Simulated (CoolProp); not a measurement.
Saturation properties of cyclopropane.

Values from CoolProp's reference Helmholtz-energy equation of state, Polt 1992. This equation is an older, rougher fit; its heat capacities, sound speeds and derivatives of the liquid may be far off and weren't checked against measurements.

| T (K) | p (bar) | vapour density (kg/m³) | surface tension (mN/m) |
|---|---|---|---|
| 306.6 | 9.041 | 17.58 | 9.89 |
| 312.2 | 10.40 | 20.21 | ___ |
| 317.7 | 11.87 | 23.09 | 8.35 |
| 323.3 | 13.52 | 26.37 | 7.59 |
| 328.9 | ___ | 30.04 | 6.86 |
| 334.5 | 17.32 | 34.16 | 6.14 |
| 340.1 | 19.48 | 38.78 | 5.44 |
| 345.7 | 21.84 | 44.00 | 4.76 |
| 351.3 | 24.40 | 49.90 | 4.11 |
| 356.8 | 27.12 | 56.48 | 3.49 |
| 362.4 | 30.11 | ___ | ___ |

### Question
What belongs in the gaps?

### Answer

- 312.2, surface tension (mN/m): 9.10
- 328.9, p (bar): 15.33
- 362.4, vapour density (kg/m³): 64.18
- 362.4, surface tension (mN/m): 2.88

Surface tension comes from a separate correlation (Mulero 2014).
